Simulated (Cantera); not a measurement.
## Nitride etching: BN + NF3 + HCl

A closed system holds: 1 mol BN, 13 mol NF3, 13 mol HCl, held at 0.100 bar.

These are equilibrium values from Cantera (NASA tables, ideal gas, pure condensed phases), not measurements of a reactor. Candidate condensed phases: B, BN, NH4Cl; 40 gas species. Kinetics and transport are ignored.

From 527 °C to 977 °C nothing is condensed. The main B-bearing gas is BF3 throughout.

```csv
T (°C),x HF,x ClF,x F,x N2,x F2,x BF3,x NF3
527,0.340,0.338,0.00790,0.172,0.0903,0.0262,0.0228
577,0.334,0.333,0.0176,0.175,0.105,0.0257,0.00909
627,0.329,0.329,0.0334,0.176,0.104,0.0253,0.00326
677,0.324,0.324,0.0567,0.174,0.0945,0.0249,0.00112
727,0.319,0.319,0.0870,0.172,0.0786,0.0245,0.000372
777,0.313,0.313,0.121,0.169,0.0595,0.0241,0.000116
827,0.308,0.308,0.155,0.166,0.0409,0.0237,3.36e-5
877,0.303,0.303,0.182,0.163,0.0257,0.0233,9.05e-6
927,0.300,0.300,0.201,0.161,0.0152,0.0231,2.35e-6
977,0.298,0.297,0.212,0.160,0.00876,0.0229,6.15e-7
```
x: gas mole fraction; nothing condenses.
